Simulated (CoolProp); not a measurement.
Saturation properties of normal hydrogen (Tc = -240.0 °C, pc = 1.296 MPa, ω = -0.219).

Values from CoolProp's reference Helmholtz-energy equation of state, Leachman 2009.

```
T (°C)   p (MPa)  liquid density (kg/m³)  enthalpy of vaporisation (kJ/kg)  vapour viscosity (µPa s)  liquid conductivity (mW/(m K))
-------  -------  ----------------------  --------------------------------  ------------------------  ------------------------------
-249.65   0.2301                   66.91                             426.5                      1.18                             103
-248.85   0.2759                   65.76                             417.9                      1.23                             103
-248.15   0.3210                   64.70                             409.2                      1.27                             102
-247.45   0.3710                   63.58                             399.4                      1.32                             102
-246.65   0.4345                   62.21                             386.5                      1.38                             101
-245.95   0.4961                   60.93                             373.6                      1.44                           100.0
-245.25   0.5635                   59.55                             359.0                      1.49                            98.9
-244.45   0.6481                   57.82                             339.8                      1.57                            97.5
-243.75   0.7292                   56.14                             320.2                      1.64                            96.0
-243.05   0.8174                   54.25                             297.4                      1.73                            94.4
-242.25   0.9272                   51.73                             265.8                      1.85                            92.3
-241.55    1.032                   49.01                             230.8                      1.98                            90.4
-240.85    1.145                   45.33                             182.5                      2.17                            89.8
```

It boils at -252.8 °C under 1 atm.

Viscosity comes from a separate model (Muzny 2013). Thermal conductivity comes from a separate model (Assael 2011).
